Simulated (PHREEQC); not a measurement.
A solution holds 0.00014 mol LiOH, 0.00064 mol H3BO3 and 0.00024 mol Na2CO3 per kg of water, at 25 °C. Closed to the air; pH follows from the charge balance.

Computed with PHREEQC (ion-association model, phreeqc.dat).

Precipitation was switched off in this run.

Predict the pH.

pH 9.28.

In which forms is B present?

H2BO3- 53 %, H3BO3 47 % of the B.
